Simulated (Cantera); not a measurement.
A freely propagating, adiabatic, planar premixed flame of CO : H2 : CH4 : O2 : N2 = 1 : 0.051 : 0.22 : 1.18 : 4.71 (molar parts), unburnt at 573 K and 7500 Torr; mixture-averaged transport, grid criteria slope 0.08 and curve 0.16, no radiation.

Model: GRI-Mech 3.0 (53 species, 325 reactions), integrated in Cantera. Burning velocities carry a grid error of a few per cent, more on coarse grids.

### Question
How do the results move with these cheaper or finer settings: unity-Lewis-number transport; multicomponent transport; multicomponent+Soret transport; grid criteria slope 0.5, curve 1; grid criteria slope 0.25, curve 0.5; grid criteria slope 0.03, curve 0.06?

### Answer
| setting | laminar burning velocity | thermal thickness | peak x(CH3) | peak x(CH2O) | grid points |
|---|---|---|---|---|---|
| as above | 58.3 cm/s | 0.0631 mm | 0.000330 | 0.000638 | 131 |
| unity-Lewis-number transport | 53.0 cm/s | 0.0623 mm | 0.000342 | 0.000560 | 135 |
| multicomponent transport | 58.5 cm/s | 0.0635 mm | 0.000331 | 0.000642 | 131 |
| multicomponent+Soret transport | 57.4 cm/s | 0.0642 mm | 0.000325 | 0.000631 | 131 |
| grid criteria slope 0.5, curve 1 | 63.7 cm/s | 0.0712 mm | 0.000319 | 0.000638 | 33 |
| grid criteria slope 0.25, curve 0.5 | 59.9 cm/s | 0.0654 mm | 0.000326 | 0.000634 | 56 |
| grid criteria slope 0.03, curve 0.06 | 57.6 cm/s | 0.0624 mm | 0.000331 | 0.000638 | 338 |
The base run took roughly 15 core-seconds.
Unity Lewis numbers drop preferential diffusion, which matters most where H2 and H carry the flame; Soret adds thermal diffusion.
